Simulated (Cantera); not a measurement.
Input: 1 mol SiH₂Cl₂, 2.9 mol NO, equilibrated at 1575 K and 8.20 Pa.

Equilibrium computed with Cantera from the NASA thermochemical tables; the gas is ideal and each condensed phase is pure. Candidate condensed phases: H₂O, NH₄Cl, Si, SiO₂, Si₂N₂O, Si₃N₄; 47 gas species. The tables hold silica as quartz up to 1696 K and as liquid above; real silica turns to tridymite and cristobalite and melts near 1996 K. Rates play no part.

Base state: HCl 0.372, N₂ 0.360, Cl 0.124, O₂ 0.0799, H₂O 0.0618, OH 0.000945, NO 0.000723, O 0.000334 (mole fractions); condensed: SiO₂(β-quartz).

Task: What changes in the equilibrium state with this change: temperature from 1575 K to 1148 K?

Result: 
```json
[
 {"species": "HCl", "before": "0.372", "after": "0.478"},
 {"species": "N₂", "before": "0.360", "after": "0.371"},
 {"species": "O₂", "before": "0.0799", "after": "0.107"},
 {"species": "Cl", "before": "0.124", "after": "0.0220"},
 {"species": "H₂O", "before": "0.0618", "after": "0.0165"},
 {"species": "H", "before": "5.00e-5", "after": "1.20e-9"},
 {"species": "H₂", "before": "0.000119", "after": "2.29e-8"},
 {"species": "SiO₂(β-quartz), mol", "before": "1.000", "after": "1.00"}
]
```
